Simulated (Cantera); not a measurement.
Input: 1 mol S, 0.018 mol SO₂, 0.45 mol N₂, held at 1500 °C and 0.135 Torr.

Method: chemical equilibrium by Gibbs-energy minimisation in Cantera with the NASA 1993 tables (ideal gas, pure condensed phases). Candidate condensed phases: S; 17 gas species. The numbers say what is thermodynamically allowed, not how fast it happens.

Base state: S₂ 0.484, N₂ 0.455, S 0.0309, SO 0.0227, SO₂ 0.00673, S₂O 0.000262 (mole fractions); condensed: gas only.

Task: What changes in the equilibrium state with this change: temperature from 1500 °C to 2200 °C?

Result: 
```json
[
 {"species": "S", "before": "0.0309", "after": "0.612"},
 {"species": "N₂", "before": "0.455", "after": "0.319"},
 {"species": "S₂", "before": "0.484", "after": "0.0441"},
 {"species": "SO", "before": "0.0227", "after": "0.0219"},
 {"species": "O", "before": "2.26e-6", "after": "0.00306"},
 {"species": "O₂", "before": "1.04e-7", "after": "1.05e-5"},
 {"species": "NO", "before": "2.03e-6", "after": "9.86e-5"},
 {"species": "S₂O", "before": "0.000262", "after": "6.86e-6"}
]
```
